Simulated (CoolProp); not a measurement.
Vapour-liquid equilibrium of n-perfluorobutane (1) + R365MFC (2) at -7.75 °C; x and y are mole fractions of (1).

Values from CoolProp's multi-fluid Helmholtz-energy mixture model, Gao 2022 and Lemmon 2016; pair parameters Bell 2016.

### Question
Give the bubble pressure and the first vapour's composition at x = 0.575, 0.8, 0.875. Is there an azeotrope?

### Answer
x = 0.575: 0.7073 bar, y = 0.860; x = 0.8: 0.7540 bar, y = 0.899; x = 0.875: 0.7729 bar, y = 0.925. No azeotrope shows between x = 0.05 and 0.95.

Pair parameters are fitted to limited data, so mixtures are less certain than the pure fluids. With so large a gap from Raoult's law the liquid may split in two, which this calculation doesn't test in full.
